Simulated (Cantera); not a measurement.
# Reactions in the system Cl-Fe-H-N

Standard-state values (1 bar) from the NASA 1993 polynomials, evaluated with Cantera. Values are per mole of reaction as written; species without (g) are pure solids or liquids, kept so even where they would boil at 1 bar.

H₂(g) + FeCl₂(g) = 2 HCl(g) + Fe

```
T (K)  ΔH° (kJ)  ΔS° (J/K)  ΔG° (kJ)  log10 K  condensed phases
-----  --------  ---------  --------  -------  ----------------
1375      -34.4      -20.6      -6.1     0.23             Fe(γ)
1475      -33.7      -20.1      -4.1     0.14             Fe(γ)
1575      -32.9      -19.5      -2.1     0.07             Fe(γ)
1675      -31.1      -18.5      -0.2     0.01             Fe(δ)
1775      -29.8      -17.7       1.6    -0.05             Fe(δ)
1875      -14.4       -9.2       2.9    -0.08             Fe(l)
1975      -12.7       -8.3       3.7    -0.10             Fe(l)
2075      -10.9       -7.5       4.5    -0.11             Fe(l)
2175       -9.2       -6.6       5.2    -0.13             Fe(l)
2275       -7.5       -5.9       5.8    -0.13             Fe(l)
```

Fe₂Cl₆(g) + 2 NH₃(g) = 2 Fe + N₂(g) + 6 HCl(g)

| T (K) | ΔH° (kJ) | ΔS° (J/K) | ΔG° (kJ) | log10 K | condensed phases |
|---|---|---|---|---|---|
| 1375 | 203.9 | 458.6 | -426.6 | 16.21 | Fe(γ) |
| 1475 | 203.6 | 458.3 | -472.4 | 16.73 | Fe(γ) |
| 1575 | 203.4 | 458.2 | -518.3 | 17.19 | Fe(γ) |
| 1675 | 205.1 | 459.2 | -564.1 | 17.59 | Fe(δ) |
| 1775 | 205.8 | 459.6 | -610.0 | 17.95 | Fe(δ) |
| 1875 | 234.7 | 475.6 | -657.0 | 18.30 | Fe(l) |
| 1975 | 236.2 | 476.4 | -704.6 | 18.64 | Fe(l) |
| 2075 | 237.7 | 477.1 | -752.3 | 18.94 | Fe(l) |
| 2175 | 239.1 | 477.8 | -800.0 | 19.21 | Fe(l) |
| 2275 | 240.5 | 478.4 | -847.9 | 19.47 | Fe(l) |
